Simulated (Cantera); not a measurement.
A perfectly stirred reactor is fed with CH4 : H2O : H2 = 1 : 3.5 : 0.14 (molar parts), at 1000000 Pa; it is held at 1825 K, and followed from long to short residence time.

Computed with Cantera and GRI-Mech 3.0 (53 species, 325 reactions).

One state of this run: x CH4 = 0.0291; x H2O = 0.448; x H2 = 0.403; x HCO = 4.21e-8; x CH2CO = 1.37e-5; x HO2 = 1.65e-12; x C2H2 = 0.0141. x: mole fraction; the columns are a selection and need not sum to one.

**Question.** Which value of τ (s) does it belong to?
(A) 0.47
(B) 0.16
(C) 0.052
(D) 0.0057

**Answer.** C, 0.052
